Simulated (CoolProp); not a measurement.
Vapour pressure (MPa) of carbon dioxide: the reference equation beside estimates from Tc = 31.0 °C, pc = 7.377 MPa, ω = 0.224. Clausius-Clapeyron is anchored at -35.35 °C with a constant enthalpy of vaporisation of 13.81 kJ/mol.

Values from CoolProp's reference Helmholtz-energy equation of state, Span 1996.

| T (°C) | reference | Lee-Kesler | Clausius-Clapeyron | van der Waals | Redlich-Kwong | Soave-Redlich-Kwong | Peng-Robinson |
|---|---|---|---|---|---|---|---|
| -40.05 | 1.003 | 1.003 | 1.032 | 2.313 | 1.327 | 1.005 | 0.9941 |
| -37.75 | 1.090 | 1.090 | 1.106 | 2.423 | 1.428 | 1.093 | 1.081 |
| -35.35 | 1.188 | 1.187 | 1.188 | 2.542 | 1.538 | 1.191 | 1.177 |
| -33.05 | 1.287 | 1.286 | 1.270 | 2.659 | 1.650 | 1.291 | 1.276 |
| -30.65 | 1.397 | 1.395 | 1.360 | 2.785 | 1.772 | 1.402 | 1.385 |
| -28.35 | 1.509 | 1.506 | 1.450 | 2.909 | 1.895 | 1.514 | 1.496 |
| -25.95 | 1.632 | 1.629 | 1.549 | 3.043 | 2.029 | 1.639 | 1.618 |
| -23.65 | 1.757 | 1.753 | 1.648 | 3.174 | 2.164 | 1.765 | 1.743 |
| -21.25 | 1.895 | 1.890 | 1.756 | 3.315 | 2.311 | 1.905 | 1.880 |
| -18.95 | 2.034 | 2.028 | 1.864 | 3.453 | 2.458 | 2.046 | 2.020 |
| -16.65 | 2.181 | 2.174 | 1.976 | 3.595 | 2.611 | 2.194 | 2.166 |
| -14.25 | 2.342 | 2.334 | 2.099 | 3.747 | 2.778 | 2.358 | 2.328 |
| -11.95 | 2.505 | 2.495 | 2.221 | 3.896 | 2.944 | 2.522 | 2.491 |
| -9.55 | 2.683 | 2.672 | 2.353 | 4.056 | 3.125 | 2.703 | 2.670 |

Absolute difference from the reference over all 14 rows, mean and median: Lee-Kesler 0.2 and 0.2 %, Clausius-Clapeyron 5.9 and 5.6 %, van der Waals 86.4 and 83.6 %, Redlich-Kwong 24.0 and 23.7 %, Soave-Redlich-Kwong 0.5 and 0.4 %, Peng-Robinson 0.8 and 0.8 %.
